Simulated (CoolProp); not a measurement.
Vapour-liquid equilibrium of propylene (1) + n-hexane (2) at 1.24 bar; x and y are mole fractions of (1).

The numbers come from the multi-fluid Helmholtz-energy mixture model, Lemmon 2013 and Thol 2019; pair parameters Bell 2016 in CoolProp.

### Question
Give the bubble temperature and the first vapour's composition at x = 0.275, 0.65, 0.95. Is there an azeotrope?

### Answer
x = 0.275: 261.5 K, y = 0.978; x = 0.65: 241.3 K, y = 0.997; x = 0.95: 231.3 K, y = 1.000. No azeotrope shows between x = 0.05 and 0.95.

Pair parameters are fitted to limited data, so mixtures are less certain than the pure fluids. The gap from Raoult's law changes sign with composition, which may be real or a fault of the pair parameters; it wasn't checked against measurements.
